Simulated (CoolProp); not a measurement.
Values from CoolProp's reference Helmholtz-energy equation of state, Lemmon 2006. It is a short technical equation, of lower accuracy than the large ones.

Task: Give the vapour pressure (MPa), enthalpy of vaporisation (kJ/kg), liquid cp (kJ/(kg K)) of saturated isohexane at 163.85 °C.

Result: 
```tsv
T (°C)	p (MPa)	enthalpy of vaporisation (kJ/kg)	liquid cp (kJ/(kg K))
163.85	1.16	220	3.13
```
